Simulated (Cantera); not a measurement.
Charge: 1 mol MgO, 11 mol HCl, equilibrated at 1.70e-5 bar.

Method: chemical equilibrium by Gibbs-energy minimisation in Cantera with the NASA 1993 tables (ideal gas, pure condensed phases). Candidate condensed phases: H2O, Mg, MgCl2, MgO, Mg(OH)2; 22 gas species. Kinetics and transport are ignored.

x: gas mole fraction; n: condensed amount in mol.

| T (°C) | x HCl | x Cl | x H2O | x MgCl2 | x H2 | x H | x Mg | n MgO(s) |
|---|---|---|---|---|---|---|---|---|
| 752 | 0.989 | 0.000122 | 0.00528 | 0.00528 | 6.20e-5 | 8.32e-9 | <1e-12 | 0.942 |
| 827 | 0.981 | 0.000392 | 0.00933 | 0.00933 | 0.000197 | 8.81e-8 | <1e-12 | 0.897 |
| 902 | 0.968 | 0.00108 | 0.0152 | 0.0152 | 0.000542 | 6.92e-7 | 4.26e-11 | 0.833 |
| 977 | 0.950 | 0.00263 | 0.0231 | 0.0231 | 0.00131 | 4.25e-6 | 1.37e-9 | 0.746 |
| 1052 | 0.925 | 0.00575 | 0.0331 | 0.0331 | 0.00287 | 2.12e-5 | 2.99e-8 | 0.635 |
| 1127 | 0.893 | (withheld) | (withheld) | (withheld) | (withheld) | (withheld) | (withheld) | (withheld) |
| 1202 | 0.852 | 0.0212 | 0.0581 | 0.0581 | 0.0105 | 0.000322 | 5.51e-6 | 0.353 |
| 1277 | 0.801 | 0.0366 | 0.0718 | 0.0719 | 0.0178 | 0.00102 | 5.12e-5 | 0.193 |
| 1352 | 0.739 | 0.0594 | 0.0849 | 0.0849 | 0.0281 | 0.00287 | 0.000385 | 0.0297 |
| 1427 | 0.686 | 0.0934 | 0.0850 | 0.0837 | 0.0416 | 0.00729 | 0.00201 | 0 |
| 1502 | (withheld) | (withheld) | 0.0805 | (withheld) | (withheld) | (withheld) | (withheld) | 0 |
| 1577 | 0.538 | 0.208 | 0.0726 | 0.0525 | 0.0662 | 0.0336 | 0.0234 | 0 |

Task: Complete the blanks.

Result: 
- 1502, x HCl: 0.621
- 1502, x Cl: 0.142
- 1502, x MgCl2: 0.0738
- 1502, x H2: 0.0557
- 1502, x H: 0.0166
- 1502, x Mg: 0.00809
- 1127, x Cl: 0.0115
- 1127, x H2O: 0.0449
- 1127, x MgCl2: 0.0449
- 1127, x H2: 0.00571
- 1127, x H: 8.91e-5
- 1127, x Mg: 4.66e-7
- 1127, n MgO(s): 0.503
